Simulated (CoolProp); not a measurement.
Values from CoolProp's reference Helmholtz-energy equation of state, Lemmon 2005. It is a short technical equation, of lower accuracy than the large ones.

For cis-2-butene, give the phase and the cv (kJ/(kg K)), isothermal compressibility (1/MPa) at 497.4 K and 1.06 MPa.


- 497.4 K and 1.06 MPa: gas; cv 2.07, isothermal compressibility 1.00
